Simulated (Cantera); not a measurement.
An adiabatic, constant-volume homogeneous reactor starts with C3H8 : O2 : N2 = 1 : 6.1 : 22.9 (molar parts), equivalence ratio 0.82, at 1100 K and 5.00 bar. Integrator tolerance rtol = 1e-08.

Cantera simulation using GRI-Mech 3.0 (53 species, 325 reactions); the numbers are that mechanism's predictions, not measurements. GRI-Mech 3.0 was tuned for natural gas; its chemistry of propane as a main component is partial and can be far from experiment.

Q: What does this change do: pressure from 5.00 bar to 24.0 bar?

A: 
| quantity | before | after |
|---|---|---|
| time of steepest temperature rise | 17.9 ms | 4.31 ms |
| temperature at 1.00 s | 2840 K | 2925 K |
| equilibrium temperature | 2840 K | 2925 K |
| x(C3H8) at 1.00 s | <1e-12 (gas-phase equilibrium <1e-12) | <1e-12 (gas-phase equilibrium <1e-12) |
| x(O2) at 1.00 s | 0.0348 (gas-phase equilibrium 0.0348) | 0.0319 (gas-phase equilibrium 0.0319) |
| x(HO2) at 1.00 s | 1.66e-5 (gas-phase equilibrium 1.66e-5) | 2.79e-5 (gas-phase equilibrium 2.79e-5) |
| x(CH2) at 1.00 s | <1e-12 (gas-phase equilibrium <1e-12) | <1e-12 (gas-phase equilibrium <1e-12) |
| x(CO2) at 1.00 s | 0.0753 (gas-phase equilibrium 0.0753) | 0.0815 (gas-phase equilibrium 0.0815) |
| x(NO) at 1.00 s | 0.0151 (gas-phase equilibrium 0.0151) | 0.0163 (gas-phase equilibrium 0.0163) |
The pressure lies above the range GRI-Mech 3.0 was tuned for (to about 10 atm).

Q: What does this change do: constant pressure in place of constant volume?

A: 
| quantity | before | after |
|---|---|---|
| time of steepest temperature rise | 17.9 ms | 18.5 ms |
| temperature at 1.00 s | 2840 K | 2586 K |
| equilibrium temperature | 2840 K | 2586 K |
| x(C3H8) at 1.00 s | <1e-12 (gas-phase equilibrium <1e-12) | <1e-12 (gas-phase equilibrium <1e-12) |
| x(O2) at 1.00 s | 0.0348 (gas-phase equilibrium 0.0348) | 0.0342 (gas-phase equilibrium 0.0342) |
| x(HO2) at 1.00 s | 1.66e-5 (gas-phase equilibrium 1.66e-5) | 7.44e-6 (gas-phase equilibrium 7.44e-6) |
| x(CH2) at 1.00 s | <1e-12 (gas-phase equilibrium <1e-12) | <1e-12 (gas-phase equilibrium <1e-12) |
| x(CO2) at 1.00 s | 0.0753 (gas-phase equilibrium 0.0753) | 0.0841 (gas-phase equilibrium 0.0841) |
| x(NO) at 1.00 s | 0.0151 (gas-phase equilibrium 0.0151) | 0.0103 (gas-phase equilibrium 0.0103) |

Q: What does this change do: 0.46 parts CO2 added?

A: 
```
quantity                                                            before                                    after
---------------------------------  ---------------------------------------  ---------------------------------------
time of steepest temperature rise                                  17.9 ms                                  18.2 ms
temperature at 1.00 s                                               2840 K                                   2808 K
equilibrium temperature                                             2840 K                                   2808 K
x(C3H8) at 1.00 s                    <1e-12 (gas-phase equilibrium <1e-12)    <1e-12 (gas-phase equilibrium <1e-12)
x(O2) at 1.00 s                      0.0348 (gas-phase equilibrium 0.0348)    0.0350 (gas-phase equilibrium 0.0350)
x(HO2) at 1.00 s                   1.66e-5 (gas-phase equilibrium 1.66e-5)  1.56e-5 (gas-phase equilibrium 1.56e-5)
x(CH2) at 1.00 s                     <1e-12 (gas-phase equilibrium <1e-12)    <1e-12 (gas-phase equilibrium <1e-12)
x(CO2) at 1.00 s                     0.0753 (gas-phase equilibrium 0.0753)    0.0878 (gas-phase equilibrium 0.0878)
x(NO) at 1.00 s                      0.0151 (gas-phase equilibrium 0.0151)    0.0144 (gas-phase equilibrium 0.0144)
```
